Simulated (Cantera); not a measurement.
Feed: 1 mol C₂H₂, 0.077 mol H₂O, 0.22 mol N₂, equilibrated at 14.0 Pa.

Equilibrium computed with Cantera from the NASA thermochemical tables; the gas is ideal and each condensed phase is pure. Candidate condensed phases: C, C₆H₆, C₇H₈, C₈H₁₈, H₂O; 136 gas species. The numbers say what is thermodynamically allowed, not how fast it happens.

**Question.** At 2300 °C, list the 4 most abundant gas species with their mole fractions, and the condensed phases.

**Answer.** H 0.777, N₂ 0.0889, H₂ 0.0716, CO 0.0333. Condensed: C(graphite).
